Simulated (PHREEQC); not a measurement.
Consider water at 25 °C with 0.0017 mol MgBr2 and 0.0011 mol NaOH per kg of water. It is in equilibrium with CO2 at log p = -2 (atm). Otherwise closed; pH follows from the charge balance.

Computed with PHREEQC (Pitzer model, pitzer.dat).

No solid was allowed to form.

Q: Estimate the pH, specific conductance.

A: pH 6.82; specific conductance 500 µS/cm.

Q: In which forms is C present?

A: HCO3- 76 %, CO2 24 % of the C.

Species that the database lacks are ignored.
